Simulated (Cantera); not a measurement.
Gas mixture: 100 % C3H8, at 5.00 bar, frozen composition.

Cantera's kinetic-theory transport with the Lennard-Jones parameters of GRI-Mech 3.0, ideal gas; thermal conductivity in the mixture-averaged form.

One state of this run: ρ (kg/m³) = 5.30; cp (J/kg/K) = 2549; μ (µPa s) = 13.3; λ (mW/m/K) = 44.9; Pr = 0.754; D (cm²/s) NH3 = 0.0623; D (cm²/s) C2H2 = 0.0479; D (cm²/s) CH4 = 0.0650. D: mixture-averaged diffusion coefficient of that species in the mixture.

**Question.** Which value of T (K) does it belong to?
A. 400
B. 800
C. 500
D. 700

**Answer.** C, 500
